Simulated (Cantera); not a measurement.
Charge: 1 mol SiF4, 0.055 mol C2H2, 260 mol H2, 0.0034 mol C3H8, equilibrated at 1225 °C and 13300 Pa.

Equilibrium computed with Cantera from the NASA thermochemical tables; the gas is ideal and each condensed phase is pure. Candidate condensed phases: C, C6H6, C7H8, C8H18, Si, SiC; 113 gas species. The tables' values for SiF3, SiF2 are old estimates; treat these amounts as uncertain. Kinetics and transport are ignored.

Base state: H2 0.994, HF 0.00291, SiF4 0.00225, SiF3 0.000664, SiHF3 0.000371, SiF2 0.000112, CH4 6.00e-5, H 4.69e-5 (mole fractions); condensed: SiC(s).

**Question.** What changes in the equilibrium state with this change: SiF4 replaced by CH3SiCl3?

**Answer.** 
```json
[
 {"species": "H2", "before": "0.994", "after": "0.988"},
 {"species": "HCl", "before": "0", "after": "0.0114"},
 {"species": "CH4", "before": "6.00e-5", "after": "0.000338"},
 {"species": "HF", "before": "0.00291", "after": "0"},
 {"species": "SiF4", "before": "0.00225", "after": "0"},
 {"species": "SiF3", "before": "0.000664", "after": "0"},
 {"species": "SiHF3", "before": "0.000371", "after": "0"},
 {"species": "SiF2", "before": "0.000112", "after": "0"},
 {"species": "SiC(s), mol", "before": "0.104", "after": "0.999"},
 {"species": "C(graphite), mol", "before": "0", "after": "0.0273"}
]
```
The feed counts by its element totals alone.
